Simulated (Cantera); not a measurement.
Stirred combustor or abatement burner

A perfectly stirred reactor is fed with H₂ : O₂ : N₂ : H₂O = 1 : 0.455 : 1.71 : 0.82 (molar parts), equivalence ratio 1.1, at 1.00 bar; it is adiabatic with a 500 K inlet, and is followed from long to short residence time, starting on the burning branch (τ in s: 0.034, 0.013, 0.0053, 0.0021, 0.00083, 0.00033, 0.00013, 5.2e-05, 2e-05, 8.1e-06, 3.2e-06).

Computed with Cantera and the H2/O2 subset of GRI-Mech 3.0, which has no nitrogen chemistry.

```json
[
 {"τ (s)": "0.034", "T (K)": "2067", "x H₂": "0.0286", "x O₂": "0.00117", "x H₂O": "0.483", "x O": "0.000139", "x OH": "0.00323", "x H": "0.00171", "x HO₂": "5.82e-7"},
 {"τ (s)": "0.013", "T (K)": "2044", "x H₂": "0.0307", "x O₂": "0.00208", "x H₂O": "0.478", "x O": "0.000266", "x OH": "0.00434", "x H": "0.00257", "x HO₂": "1.21e-6"},
 {"τ (s)": "0.0053", "T (K)": "2010", "x H₂": "0.0335", "x O₂": "0.00342", "x H₂O": "0.473", "x O": "0.000483", "x OH": "0.00560", "x H": "0.00389", "x HO₂": "2.27e-6"},
 {"τ (s)": "0.0021", "T (K)": "1960", "x H₂": "0.0374", "x O₂": "0.00546", "x H₂O": "0.465", "x O": "0.000872", "x OH": "0.00706", "x H": "0.00611", "x HO₂": "4.12e-6"},
 {"τ (s)": "0.00083", "T (K)": "1889", "x H₂": "0.0425", "x O₂": "0.00831", "x H₂O": "0.454", "x O": "0.00151", "x OH": "0.00845", "x H": "0.00973", "x HO₂": "7.16e-6"},
 {"τ (s)": "0.00033", "T (K)": "1795", "x H₂": "0.0483", "x O₂": "0.0120", "x H₂O": "0.441", "x O": "0.00244", "x OH": "0.00935", "x H": "0.0153", "x HO₂": "1.19e-5"},
 {"τ (s)": "0.00013", "T (K)": "1675", "x H₂": "0.0549", "x O₂": "0.0168", "x H₂O": "0.426", "x O": "0.00357", "x OH": "0.00930", "x H": "0.0231", "x HO₂": "1.95e-5"},
 {"τ (s)": "5.2e-5", "T (K)": "1532", "x H₂": "0.0641", "x O₂": "0.0237", "x H₂O": "0.407", "x O": "0.00449", "x OH": "0.00789", "x H": "0.0320", "x HO₂": "3.26e-5"},
 {"τ (s)": "2.0e-5", "T (K)": "1302", "x H₂": "0.104", "x O₂": "0.0448", "x H₂O": "0.361", "x O": "0.00346", "x OH": "0.00382", "x H": "0.0296", "x HO₂": "8.01e-5"},
 {"τ (s)": "8.1e-6", "T (K)": "500", "x H₂": "0.251", "x O₂": "0.114", "x H₂O": "0.206", "x O": "<1e-12", "x OH": "<1e-12", "x H": "<1e-12", "x HO₂": "<1e-12"},
 {"τ (s)": "3.2e-6", "T (K)": "500", "x H₂": "0.251", "x O₂": "0.114", "x H₂O": "0.206", "x O": "<1e-12", "x OH": "<1e-12", "x H": "<1e-12", "x HO₂": "<1e-12"}
]
```
x: mole fraction; the columns are a selection and need not sum to one.
